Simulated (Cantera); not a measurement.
Standard-state values (1 bar) from the NASA 1993 polynomials, evaluated with Cantera. Values are per mole of reaction as written; species without (g) are pure solids or liquids, kept so even where they would boil at 1 bar.

4 Cr + N2(g) = 2 Cr2N, with ΔH° = -251.0 kJ and ΔS° = -156.2 J/K at 300 K.

### Question
How far is the shortcut ΔG° ≈ ΔH°(300 K) − T·ΔS°(300 K) from the full temperature-dependent value at 425, 575, 725, 875, 1025, 1175, 1325, 1475, 1625 K?

### Answer
```csv
T (K),shortcut (kJ),full (kJ),difference (kJ),difference in log10 K
425,-184.7,-185.0,0.3,-0.04
575,-161.2,-162.6,1.4,-0.13
725,-137.8,-141.0,3.2,-0.23
875,-114.4,-120.1,5.7,-0.34
1025,-91.0,-99.6,8.7,-0.44
1175,-67.5,-79.6,12.1,-0.54
1325,-44.1,-60.0,15.9,-0.63
1475,-20.7,-40.6,19.9,-0.71
1625,2.7,-21.4,24.1,-0.77
```
The shortcut ignores the heat-capacity change of the reaction.
